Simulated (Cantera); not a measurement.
Input (Python, Cantera) and output of one run.

```python
import numpy as np
import cantera as ct

gas_names = """
    F2 H2 O2 CuF2
""".split()
cond_names = """
    CuO2H2(s)
""".split()


# ... load() reads the species with a 1 bar reference pressure and builds the phases ...
species = {s.name: s for s in load("nasa_gas.yaml", gas_names) + load("nasa_condensed.yaml", cond_names)}
# Each term lists the table entries of one substance; the one whose range holds T is used.
reactions = {
    'Cu(OH)2 + F2(g) = H2(g) + O2(g) + CuF2(g)':
        [(-1, ['CuO2H2(s)']), (-1, ['F2']), (1, ['H2']), (1, ['O2']), (1, ['CuF2'])],
}


def pick(names, T):
    return next(species[n] for n in names if species[n].thermo.min_temp <= T <= species[n].thermo.max_temp)


results = []
for label, terms in reactions.items():
    print(label)
    print("     T/K   dH/kJ  dS/(J/K)   dG/kJ   log10 K")
    for T in [573, 673, 773, 873, 973]:
        used = [(nu, pick(names, T)) for nu, names in terms]
        dH = sum(nu * s.thermo.h(T) for nu, s in used) / 1e6
        dS = sum(nu * s.thermo.s(T) for nu, s in used) / 1e3
        dG = dH - T * dS / 1e3
        logK = -dG * 1e6 / (ct.gas_constant * T * np.log(10))
        results.append((label, T, dH, dS, dG, logK, [s.name for _, s in used]))
        print(f"{T:8g} {dH:8.1f} {dS:8.1f} {dG:8.1f} {logK:8.2f}")
```

It prints:

```
Cu(OH)2 + F2(g) = H2(g) + O2(g) + CuF2(g)
     T/K   dH/kJ  dS/(J/K)   dG/kJ   log10 K
     573    177.2    277.1     18.4    -1.68
     673    174.4    272.6     -9.1     0.70
     773    171.3    268.3    -36.1     2.44
     873    168.0    264.3    -62.8     3.75
     973    164.6    260.6    -89.0     4.78
```

Source: NASA polynomial tables (part measured, part estimated), evaluated in Cantera. Condensed species are held in their standard states even where they would react or evaporate.
